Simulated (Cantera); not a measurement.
A Cantera script and its output.

```python
import numpy as np
import cantera as ct

gas = ct.Solution("gri30.yaml")
gas.TPX = 600, 1200000, {'CH4': 1, 'O2': 3.64, 'N2': 26.2}
inlet = ct.Reservoir(gas, clone=True)
gas.equilibrate("HP")  # start burning
reactor = ct.IdealGasConstPressureReactor(gas, energy="on", clone=False)
exhaust = ct.Reservoir(gas, clone=True)
tau = [0.036, 0.013, 0.005, 0.0018, 0.00069, 0.00026, 9.6e-05, 3.6e-05, 1.3e-05, 5e-06][0]
for a, b in ((inlet, reactor), (reactor, exhaust)):
    ct.MassFlowController(a, b, mdot=lambda t: reactor.mass / tau)
net = ct.ReactorNet([reactor])
show = ['CH4', 'O2', 'NO', 'C2H6', 'H', 'CH2O']

rows = []
print(f"{'tau/s':>10s}{'T/K':>9s}" + "".join(f"{s:>11s}" for s in show))
for tau in [0.036, 0.013, 0.005, 0.0018, 0.00069, 0.00026, 9.6e-05, 3.6e-05, 1.3e-05, 5e-06]:
    net.initial_time = 0.0
    net.advance(30 * tau)
    before = gas.X
    net.advance(40 * tau)
    drift = np.max(np.abs(gas.X - before) / (gas.X + 1e-9))
    rows.append([gas.T, *gas[show].X, drift])
    print(f"{tau:10.3e}{gas.T:9.1f}" + "".join(f"{x:11.3e}" for x in gas[show].X))
```

It prints:

```
     tau/s      T/K        CH4         O2         NO       C2H6          H       CH2O
 3.600e-02   1335.4  3.835e-04  5.535e-02  5.177e-08  3.340e-06  2.957e-07  4.079e-05
 1.300e-02    600.0  3.243e-02  1.180e-01 -1.117e-26 -8.055e-18  9.959e-27 -1.253e-18
 5.000e-03    600.0  3.243e-02  1.180e-01 -9.555e-28 -6.891e-19  4.315e-27  1.506e-17
 1.800e-03    600.0  3.243e-02  1.180e-01 -6.973e-31 -5.001e-22  1.375e-27  1.799e-18
 6.900e-04    600.0  3.243e-02  1.180e-01 -1.242e-33 -6.150e-25  5.263e-28  2.663e-19
 2.600e-04    600.0  3.243e-02  1.180e-01 -6.770e-36  3.055e-26  1.981e-28  3.900e-20
 9.600e-05    600.0  3.243e-02  1.180e-01 -3.215e-38  4.325e-27  7.167e-29  5.302e-21
 3.600e-05    600.0  3.243e-02  1.180e-01 -8.429e-40  5.630e-28  2.657e-29  8.630e-22
 1.300e-05    600.0  3.243e-02  1.180e-01 -4.090e-41  6.396e-29  8.970e-30  1.381e-22
 5.000e-06    600.0  3.243e-02  1.180e-01 -2.583e-42  6.426e-30  2.843e-30  2.304e-23
```

Cantera simulation using GRI-Mech 3.0 (53 species, 325 reactions); the numbers are that mechanism's predictions, not measurements. The pressure lies above the range GRI-Mech 3.0 was tuned for (to about 10 atm).
